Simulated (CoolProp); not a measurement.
Vapour-liquid equilibrium of propylene (1) + cyclohexane (2) at 63.65 °C; x and y are mole fractions of (1).

Values from CoolProp's multi-fluid Helmholtz-energy mixture model, Lemmon 2013 and Zhou 2014; pair parameters Bell 2016.

Q: Give the bubble pressure and the first vapour's composition at x = 0.2, 0.5, 0.95. Is there an azeotrope?

A: x = 0.2: 0.5834 MPa, y = 0.903; x = 0.5: 1.311 MPa, y = 0.962; x = 0.95: 2.520 MPa, y = 0.995. No azeotrope shows between x = 0.05 and 0.95.

The pair parameters rest on a limited set of measurements; away from them the model extrapolates. The gap from Raoult's law changes sign with composition, which may be real or a fault of the pair parameters; it wasn't checked against measurements.
